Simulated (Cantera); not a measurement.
Ignition delay

Mixture: 7.72 % CH4, 1.00 % CO, 16.4 % O2, 61.7 % N2, 13.1 % H2O, equivalence ratio 0.97, at 19.0 bar, adiabatic and at constant volume. Ignition delay is the time to a rise of 400 K.

Computed with Cantera and GRI-Mech 3.0 (53 species, 325 reactions). The pressure lies above the range GRI-Mech 3.0 was tuned for (to about 10 atm).

| T0 (K) | delay (ms) |
|---|---|
| 1300 | 0.865 |
| 1350 | 0.509 |
| 1400 | 0.308 |
| 1450 | 0.191 |
| 1500 | 0.120 |
| 1550 | 0.0766 |
| 1600 | 0.0494 |
| 1650 | 0.0323 |
| 1700 | 0.0214 |

```json
{
  "apparent activation energy between 1600 and 1700 K": "190 kJ/mol"
}
```
